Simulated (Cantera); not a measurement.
Feed: 1 mol SiH4, 7.4 mol H2, held at 825 °C and 120 Pa.

Method: chemical equilibrium by Gibbs-energy minimisation in Cantera with the NASA 1993 tables (ideal gas, pure condensed phases). Candidate condensed phases: Si; 9 gas species. Rates play no part.

Question: What is the equilibrium state?

Answer: 
```
Item            Value
----------  ---------
x(H2)           1.000
n(Si(s))     1.00 mol
gas amount  9.400 mol
```
